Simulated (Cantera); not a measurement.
# Formation from one mole of Cl₂

Source: NASA polynomial tables (part measured, part estimated), evaluated in Cantera. Values are per mole of reaction as written; species without (g) are pure solids or liquids, kept so even where they would boil at 1 bar.

Fe + Cl₂(g) ⇌ FeCl₂(g)

```tsv
T (K)	ΔH° (kJ)	ΔS° (J/K)	ΔG° (kJ)	log10 K
1850	-176.0	20.6	-214.2	6.05
1925	-177.4	19.9	-215.7	5.85
2000	-178.8	19.2	-217.2	5.67
2075	-180.2	18.5	-218.6	5.50
2150	-181.7	17.8	-220.0	5.34
```

0.6667 Al + Cl₂(g) ⇌ 0.6667 AlCl₃(g)

```csv
T (K),ΔH° (kJ),ΔS° (J/K),ΔG° (kJ),log10 K
1850,-402.2,-45.4,-318.1,8.98
1925,-402.5,-45.6,-314.7,8.54
2000,-402.9,-45.8,-311.3,8.13
2075,-403.2,-46.0,-307.8,7.75
2150,-403.5,-46.1,-304.4,7.40
```

0.6667 B + Cl₂(g) ⇌ 0.6667 BCl₃(g)

```json
[
 {"T (K)": "1850", "ΔH° (kJ)": "-270.3", "ΔS° (J/K)": "-34.9", "ΔG° (kJ)": "-205.8", "log10 K": "5.81"},
 {"T (K)": "1925", "ΔH° (kJ)": "-270.5", "ΔS° (J/K)": "-35.0", "ΔG° (kJ)": "-203.2", "log10 K": "5.51"},
 {"T (K)": "2000", "ΔH° (kJ)": "-270.7", "ΔS° (J/K)": "-35.1", "ΔG° (kJ)": "-200.6", "log10 K": "5.24"},
 {"T (K)": "2075", "ΔH° (kJ)": "-271.0", "ΔS° (J/K)": "-35.2", "ΔG° (kJ)": "-197.9", "log10 K": "4.98"},
 {"T (K)": "2150", "ΔH° (kJ)": "-271.3", "ΔS° (J/K)": "-35.3", "ΔG° (kJ)": "-195.3", "log10 K": "4.74"}
]
```
